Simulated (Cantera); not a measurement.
An adiabatic, constant-pressure homogeneous reactor starts with H2 : O2 : N2 = 1 : 0.278 : 1.04 (molar parts), at 1325 K and 5.00 bar.

Detailed kinetics in Cantera: the H2/O2 subset of GRI-Mech 3.0, which has no nitrogen chemistry. The hydrogen kinetics of GRI-Mech 3.0 are dated; newer H2 mechanisms differ, most at raised pressure.

### Question
Predict: time of steepest temperature rise; temperature at 5.00 s; equilibrium temperature; x(H2) at 5.00 s; x(O2) at 5.00 s; x(O) at 5.00 s; x(H2O2) at 5.00 s; x(HO2) at 5.00 s.

### Answer
- time of steepest temperature rise = 6.30 µs
- temperature at 5.00 s = 2849 K
- equilibrium temperature = 2849 K
- x(H2) at 5.00 s = 0.209 (gas-phase equilibrium 0.209)
- x(O2) at 5.00 s = 0.000217 (gas-phase equilibrium 0.000217)
- x(O) at 5.00 s = 0.000435 (gas-phase equilibrium 0.000435)
- x(H2O2) at 5.00 s = 1.17e-7 (gas-phase equilibrium 1.17e-7)
- x(HO2) at 5.00 s = 4.41e-7 (gas-phase equilibrium 4.41e-7)
